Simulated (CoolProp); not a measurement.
Computed with CoolProp (reference Helmholtz-energy equation of state, Thol 2019).

**Question.** Give the vapour pressure (bar), enthalpy of vaporisation (kJ/kg), surface tension (mN/m) of saturated dodecamethylpentasiloxane (MD3M) at 375.8 K.

**Answer.** 
```json
[
 {"T (K)": "375.8", "p (bar)": "0.0133", "enthalpy of vaporisation (kJ/kg)": "152", "surface tension (mN/m)": "12.7"}
]
```

Surface tension comes from a separate correlation (Mulero 2014), older than this fluid's equation and unchecked against measurements.
